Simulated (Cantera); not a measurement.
Source: NASA polynomial tables (part measured, part estimated), evaluated in Cantera. Values are per mole of reaction as written; species without (g) are pure solids or liquids, kept so even where they would boil at 1 bar.

Q: Between 300 and 950 K, where is each reaction favourable under standard conditions?
- V2O5 + H2(g) ⇌ 2 VO2(g) + H2O(g)

A: 
- V2O5 + H2(g) ⇌ 2 VO2(g) + H2O(g): ΔG° is 706 kJ at 300 K and 432 kJ at 950 K; it stays positive (K < 1). ΔH° is 743 kJ and ΔS° 327 J/K at 950 K.
